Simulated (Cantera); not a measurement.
Feed: 1 mol CF4, 0.29 mol HCl, 0.53 mol H2, equilibrated at 2050 °C and 0.133 bar.

Cantera equilibrium calculation (NASA polynomials, part measured and part estimated; ideal gas, pure solids and liquids). Candidate condensed phases: C, C6H6, C7H8, C8H18; 118 gas species. The tables' values for C2F4 are old estimates; treat these amounts as uncertain. Gases not in the tables: C2F6 and larger saturated fluorocarbons. Rates play no part.

Question: What is the equilibrium state?

Answer: 
```
Item                Value
--------------  ---------
x(HF)               0.526
x(CF4)              0.177
x(CF2)              0.127
x(Cl)               0.110
x(F)               0.0471
x(CF3)            0.00855
x(HCl)            0.00217
x(CF)            0.000854
x(CClF3)         0.000383
n(C(graphite))  0.196 mol
gas amount      2.557 mol
```
